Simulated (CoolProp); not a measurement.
Nitrous oxide along the isotherm 355.1 K: fugacity coefficient from the reference equation and from simpler models built on Tc = 309.5 K, pc = 7245 kPa, ω = 0.161; each cubic takes its own stable root.

Computed with CoolProp (reference Helmholtz-energy equation of state, Lemmon 2006). It is a short technical equation, of lower accuracy than the large ones.

```csv
p (kPa),phase,reference
6250,gas,0.8182
12500,supercritical,0.6543
18800,supercritical,0.5307
25000,supercritical,0.4604
31200,supercritical,0.4189
37500,supercritical,0.3931
43800,supercritical,0.3775
50000,supercritical,0.3687
```

Question: How far does each simpler model (van der Waals, Redlich-Kwong, Soave-Redlich-Kwong, Peng-Robinson) lie from the reference over these 8 states: mean and median of the absolute difference, and the worst?

Answer: 
- van der Waals: mean 5.6 %, median 3.4 %, worst +15.2 % at 355.1 K and 50000 kPa
- Redlich-Kwong: mean 1.6 %, median 1.4 %, worst +3.5 % at 355.1 K and 50000 kPa
- Soave-Redlich-Kwong: mean 6.4 %, median 7.1 %, worst +10.7 % at 355.1 K and 50000 kPa
- Peng-Robinson: mean 1.7 %, median 1.7 %, worst -2.8 % at 355.1 K and 12500 kPa
